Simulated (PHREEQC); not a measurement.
**Polishing slurry liquid**

Consider water at 20 °C with 13 mmol/kgw K2CO3, 0.061 mmol/kgw H4SiO4 and 190 mmol/kgw KH2PO4. Closed to the air; pH follows from the charge balance.

All values are PHREEQC results (ion-association model, phreeqc.dat), not measurements.

- pH: 5.88
- ionic strength: 0.234 mol/kgw
- activity of water: 0.993
- specific conductance: 15800 µS/cm
- density: 1.017 g/cm³
- total alkalinity: 26.0 meq/kg

```csv
species,molality,activity,log γ
K+,0.214,0.150,-0.154
H2PO4-,0.168,0.124,-0.132
HPO4-2,0.0198,0.00564,-0.546
CO2,0.00900,0.00950,0.023
HCO3-,0.00399,0.00295,-0.132
KHPO4-,0.00223,0.00165,-0.132
H4SiO4,6.10e-5,6.44e-5,0.023
H3PO4,2.16e-5,2.28e-5,0.023
H+,1.68e-6,1.33e-6,-0.101
(CO2)2,1.33e-6,1.40e-6,0.023
CO3-2,3.15e-7,9.35e-8,-0.527
PO4-3,3.84e-8,1.73e-9,-1.347
H3SiO4-,8.43e-9,5.97e-9,-0.150
OH-,7.35e-9,5.12e-9,-0.157
```

Precipitation was switched off in this run. Species that the database lacks are ignored.
